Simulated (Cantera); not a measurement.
What does this Cantera script print?

```python
import numpy as np
import cantera as ct

gas_names = """
    H2O CrO3 H N
""".split()
cond_names = """
    Cr2N(s)
""".split()


# ... load() reads the species with a 1 bar reference pressure and builds the phases ...
species = {s.name: s for s in load("nasa_gas.yaml", gas_names) + load("nasa_condensed.yaml", cond_names)}
# Each term lists the table entries of one substance; the one whose range holds T is used.
reactions = {
    '6 H2O(g) + Cr2N = 2 CrO3(g) + 12 H(g) + N(g)':
        [(-6, ['H2O']), (-1, ['Cr2N(s)']), (2, ['CrO3']), (12, ['H']), (1, ['N'])],
}


def pick(names, T):
    return next(species[n] for n in names if species[n].thermo.min_temp <= T <= species[n].thermo.max_temp)


results = []
for label, terms in reactions.items():
    print(label)
    print("     T/K   dH/kJ  dS/(J/K)   dG/kJ   log10 K")
    for T in [448, 648, 848, 1048, 1248, 1448, 1648]:
        used = [(nu, pick(names, T)) for nu, names in terms]
        dH = sum(nu * s.thermo.h(T) for nu, s in used) / 1e6
        dS = sum(nu * s.thermo.s(T) for nu, s in used) / 1e3
        dG = dH - T * dS / 1e3
        logK = -dG * 1e6 / (ct.gas_constant * T * np.log(10))
        results.append((label, T, dH, dS, dG, logK, [s.name for _, s in used]))
        print(f"{T:8g} {dH:8.1f} {dS:8.1f} {dG:8.1f} {logK:8.2f}")
```

Result:

```
6 H2O(g) + Cr2N = 2 CrO3(g) + 12 H(g) + N(g)
     T/K   dH/kJ  dS/(J/K)   dG/kJ   log10 K
     448   4097.1    912.4   3688.3  -430.03
     648   4120.8    956.3   3501.1  -282.22
     848   4142.8    985.9   3306.7  -203.68
    1048   4161.6   1005.9   3107.4  -154.88
    1248   4176.6   1019.1   2904.8  -121.58
    1448   4188.1   1027.6   2700.1   -97.40
    1648   4196.1   1032.8   2494.0   -79.05
```

Standard-state values (1 bar) from the NASA 1993 polynomials, evaluated with Cantera. Condensed species are held in their standard states even where they would react or evaporate.
